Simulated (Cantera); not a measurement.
An adiabatic, constant-pressure homogeneous reactor starts with CH4 : O2 : N2 = 1 : 2.27 : 8.55 (molar parts), equivalence ratio 0.88, at 975 K and 5850 Torr.

Model: GRI-Mech 3.0 (53 species, 325 reactions), integrated in Cantera. Below about 1000 K GRI-Mech 3.0 lacks low-temperature oxidation paths.

Question: Predict: time of steepest temperature rise; temperature at 9.00 s; equilibrium temperature; x(O2) at 9.00 s; x(HCO) at 9.00 s; x(NO) at 9.00 s; x(O) at 9.00 s.

Answer: 
```json
{
 "time_of_steepest_temperature_rise": "0.164 s",
 "temperature at 9.00 s": "2547 K",
 "equilibrium_temperature": "2547 K",
 "x(O2) at 9.00 s": "0.0223 (gas-phase equilibrium 0.0223)",
 "x(HCO) at 9.00 s": "5.25e-9 (gas-phase equilibrium 5.25e-9)",
 "x(NO) at 9.00 s": "0.00776 (gas-phase equilibrium 0.00776)",
 "x(O) at 9.00 s": "0.000977 (gas-phase equilibrium 0.000977)"
}
```
